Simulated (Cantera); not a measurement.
Feed: 1 mol TEOS, 0.7 mol O3, 3.7 mol N2, 0.64 mol NO, at 28.0 Pa.

Equilibrium computed with Cantera from the NASA thermochemical tables; the gas is ideal and each condensed phase is pure. Candidate condensed phases: C, C6H6, C7H8, C8H18, H2O, Si, SiC, SiO2, Si2N2O, Si3N4; 151 gas species. The feed counts by its element totals alone. Equilibrium is a limit: real reactors are often held back by kinetics, nucleation or transport.

log p: log10 of the partial pressure in bar; n: condensed amount in mol.

| T (°C) | log p H2 | log p CO | log p N2 | log p CO2 | log p H2O | log p CH4 | log p HCN | n C(graphite) | n SiO2(α-quartz) | n SiO2(β-quartz) | n Si2N2O(s) |
|---|---|---|---|---|---|---|---|---|---|---|---|
| 327 | -3.82 | -5.16 | -4.15 | -4.56 | -4.67 | -5.67 | [?] | 5.92 | 1.00 | 0 | 0 |
| 377 | -3.81 | -4.62 | -4.17 | -4.64 | -5.02 | -6.20 | [?] | 5.16 | 1.00 | 0 | 0 |
| 427 | -3.82 | -4.30 | -4.20 | -4.99 | -5.48 | -6.70 | [?] | 4.11 | 1.00 | 0 | 0 |
| 477 | -3.82 | -4.18 | -4.22 | -5.62 | -6.05 | -7.14 | [?] | 3.47 | 1.00 | 0 | 0 |
| 527 | -3.83 | -4.16 | -4.22 | -6.32 | -6.61 | -7.52 | [?] | 3.31 | 1.00 | 0 | 0 |
| 577 | -3.83 | -4.15 | -4.22 | -6.97 | -7.13 | -7.86 | [?] | 3.27 | 0 | 1.00 | 0 |
| 627 | -3.83 | -4.15 | -4.22 | -7.55 | -7.59 | -8.16 | [?] | 3.26 | 0 | 1.00 | 0 |
| 677 | -3.83 | -4.15 | -4.22 | -8.08 | -8.01 | -8.43 | [?] | 3.26 | 0 | 1.00 | 0 |
| 727 | -3.83 | -4.15 | -4.22 | -8.55 | -8.38 | -8.67 | [?] | 3.26 | 0 | 1.00 | 0 |
| 777 | -3.83 | -4.15 | -4.22 | -8.97 | -8.72 | -8.89 | [?] | 3.26 | 0 | 1.00 | 0 |
| 827 | -3.85 | -4.05 | -4.30 | -9.16 | -8.95 | -9.14 | [?] | 1.76 | 0 | 0 | 0.500 |

Problem. Some entries are withheld; supply them.

Solution. 
- 327, log p HCN: -13.93
- 377, log p HCN: -13.04
- 427, log p HCN: -12.29
- 477, log p HCN: -11.63
- 527, log p HCN: -11.05
- 577, log p HCN: -10.54
- 627, log p HCN: -10.08
- 677, log p HCN: -9.68
- 727, log p HCN: -9.31
- 777, log p HCN: -8.98
- 827, log p HCN: -8.73
